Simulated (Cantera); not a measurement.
Input: 1 mol Si, 0.66 mol Cl2, 79 mol N2, 1.2 mol HF, at 1227 °C and 100000 Pa.

Equilibrium computed with Cantera from the NASA thermochemical tables; the gas is ideal and each condensed phase is pure. Candidate condensed phases: NH4Cl, Si, Si3N4; 49 gas species. The tables' values for SiCl3, SiF3 are old estimates; treat these amounts as uncertain. Equilibrium is a limit: real reactors are often held back by kinetics, nucleation or transport.

Q: What is the equilibrium state?

A: 
```
Quantity                             Result
--------------------------------  ---------
x(N2)                                 0.981
x(HCl)                               0.0118
x(SiF4)                             0.00350
x(H2)                               0.00149
x(SiCl4)                           0.000735
x(SiCl2)                           0.000399
x(SiCl3)                           0.000304
x(SiF3)                            0.000240
x(HF)                              0.000182
n(Si3N4(s))                       0.194 mol
gas amount                        80.11 mol
log10 activity of Si(s) (absent)      -2.88
```
